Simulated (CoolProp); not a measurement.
Properties of R1224YDZ along the isobar 0.735 MPa.

Model: reference Helmholtz-energy equation of state, Akasaka 2023, in CoolProp.

```json
[
 {"T (K)": "269.6", "phase": "liquid", "density (kg/m³)": "1437", "cv (kJ/(kg K))": "0.7760", "Joule-Thomson coefficient (K/MPa)": "-0.3324", "isothermal compressibility (1/MPa)": "0.001839", "fugacity coefficient": "0.06405"},
 {"T (K)": "298.7", "phase": "liquid", "density (kg/m³)": "___", "cv (kJ/(kg K))": "0.8152", "Joule-Thomson coefficient (K/MPa)": "-0.2530", "isothermal compressibility (1/MPa)": "0.002700", "fugacity coefficient": "0.1975"},
 {"T (K)": "327.8", "phase": "liquid", "density (kg/m³)": "1275", "cv (kJ/(kg K))": "0.8554", "Joule-Thomson coefficient (K/MPa)": "-0.1254", "isothermal compressibility (1/MPa)": "0.004299", "fugacity coefficient": "0.4690"},
 {"T (K)": "356.8", "phase": "gas", "density (kg/m³)": "44.43", "cv (kJ/(kg K))": "0.8666", "Joule-Thomson coefficient (K/MPa)": "21.79", "isothermal compressibility (1/MPa)": "1.710", "fugacity coefficient": "0.8550"},
 {"T (K)": "385.9", "phase": "gas", "density (kg/m³)": "38.74", "cv (kJ/(kg K))": "0.8806", "Joule-Thomson coefficient (K/MPa)": "15.04", "isothermal compressibility (1/MPa)": "1.574", "fugacity coefficient": "0.8911"},
 {"T (K)": "415", "phase": "gas", "density (kg/m³)": "34.80", "cv (kJ/(kg K))": "0.9069", "Joule-Thomson coefficient (K/MPa)": "11.24", "isothermal compressibility (1/MPa)": "1.508", "fugacity coefficient": "___"},
 {"T (K)": "444.1", "phase": "gas", "density (kg/m³)": "31.80", "cv (kJ/(kg K))": "0.9365", "Joule-Thomson coefficient (K/MPa)": "8.857", "isothermal compressibility (1/MPa)": "1.469", "fugacity coefficient": "___"},
 {"T (K)": "473.1", "phase": "gas", "density (kg/m³)": "___", "cv (kJ/(kg K))": "0.9659", "Joule-Thomson coefficient (K/MPa)": "7.250", "isothermal compressibility (1/MPa)": "1.443", "fugacity coefficient": "0.9468"}
]
```

Q: Some entries are withheld; supply them.

A: 
- 298.7, density (kg/m³): 1361
- 415, fugacity coefficient: 0.9157
- 444.1, fugacity coefficient: 0.9335
- 473.1, density (kg/m³): 29.38
